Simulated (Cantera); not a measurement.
# Aluminium nitride and oxide growth: Al + N₂O + N₂

Charge: 1 mol Al, a varied amount of N₂O, 180 mol N₂, at 1452 °C and 10.0 Torr.

Equilibrium computed with Cantera from the NASA thermochemical tables; the gas is ideal and each condensed phase is pure. Candidate condensed phases: Al, AlN, Al₂O₃; 16 gas species. Mutual solubility and eutectic melting of coexisting phases are not modelled. The numbers say what is thermodynamically allowed, not how fast it happens.

```tsv
n(N₂O) (mol)	x N₂	x O₂	x NO	x O	n AlN(s)	n Al₂O₃(s)
1.2	1.000	<1e-12	2.70e-11	1.73e-12	0.193	0.400
1.4	1.000	<1e-12	2.70e-11	1.73e-12	0.0599	0.466
1.6	1.000	0.000214	0.000115	7.36e-6	0	0.500
1.9	0.999	0.000969	0.000244	1.56e-5	0	0.500
2.2	0.998	0.00174	0.000327	2.10e-5	0	0.500
2.5	0.997	0.00252	0.000393	2.52e-5	0	0.500
2.9	0.996	0.00356	0.000467	3.00e-5	0	0.500
3.4	0.995	0.00486	0.000545	3.51e-5	0	0.500
4	0.993	0.00641	0.000625	4.03e-5	0	0.500
4.6	0.991	0.00796	0.000696	4.48e-5	0	0.500
5.3	0.989	0.00974	0.000769	4.96e-5	0	0.500
```
x: gas mole fraction; n: condensed amount in mol.

From 1.2 mol N₂O to 1.4 mol N₂O the condensed part is AlN(s) + Al₂O₃(s). From 1.6 mol N₂O to 5.3 mol N₂O the condensed part is Al₂O₃(s).
